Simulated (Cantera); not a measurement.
An isothermal, constant-pressure homogeneous reactor starts with C2H6 : N2 = 1 : 110 (molar parts), at 1773 K and 12.0 Pa.

Cantera simulation using GRI-Mech 3.0 (53 species, 325 reactions); the numbers are that mechanism's predictions, not measurements. GRI-Mech 3.0 stops at C3 and has no aromatics, soot or wall deposition, so with more carbon than oxygen in the feed, carbon stays in small species such as C2H2 where larger ones or solid carbon would form. Radical loss at walls, strong at low pressure, is not modelled.

x: mole fraction; the columns are a selection and need not sum to one.

| t (s) | x C2H6 | x CH4 | x H | x CH2 | x HCN | x H2 | x C2H |
|---|---|---|---|---|---|---|---|
| 3.00e-5 | 0.00900 | 2.35e-10 | 5.88e-9 | <1e-12 | <1e-12 | 1.31e-11 | <1e-12 |
| 0.000102 | 0.00898 | 2.68e-9 | 2.00e-8 | 3.50e-12 | <1e-12 | 1.50e-10 | <1e-12 |
| 0.000344 | 0.00892 | 3.06e-8 | 7.09e-8 | 1.59e-10 | <1e-12 | 1.75e-9 | <1e-12 |
| 0.00116 | 0.00872 | 3.48e-7 | 3.43e-7 | 7.05e-9 | <1e-12 | 2.44e-8 | <1e-12 |
| 0.00393 | 0.00807 | 3.89e-6 | 4.64e-6 | 2.70e-7 | 2.04e-12 | 7.62e-7 | <1e-12 |
| 0.0133 | 0.00615 | 4.03e-5 | 0.000117 | 8.04e-6 | 3.27e-9 | 5.24e-5 | 7.94e-12 |
| 0.0451 | … | … | … | … | … | … | … |
| 0.152 | 5.48e-6 | 0.000882 | 0.00159 | 5.46e-5 | 3.55e-5 | 0.00963 | 5.52e-6 |
| 0.516 | 3.60e-8 | 0.000733 | 0.000822 | 1.66e-5 | 6.70e-5 | 0.0150 | 3.27e-6 |
| 1.75 | … | … | … | … | … | 0.0165 | … |
| 5.91 | 1.15e-9 | 0.000260 | 0.000340 | 1.89e-6 | 9.83e-5 | 0.0170 | 1.34e-6 |
| 20.0 | 2.31e-10 | 0.000138 | 0.000275 | 7.07e-7 | 0.000111 | 0.0173 | 1.08e-6 |

### Question
Some entries are withheld; supply them.

### Answer

- 0.0451, x C2H6: 0.00179
- 0.0451, x CH4: 0.000311
- 0.0451, x H: 0.00112
- 0.0451, x CH2: 6.38e-5
- 0.0451, x HCN: 3.21e-6
- 0.0451, x H2: 0.00176
- 0.0451, x C2H: 3.40e-7
- 1.75, x C2H6: 5.68e-9
- 1.75, x CH4: 0.000445
- 1.75, x H: 0.000483
- 1.75, x CH2: 5.35e-6
- 1.75, x HCN: 8.49e-5
- 1.75, x C2H: 1.92e-6
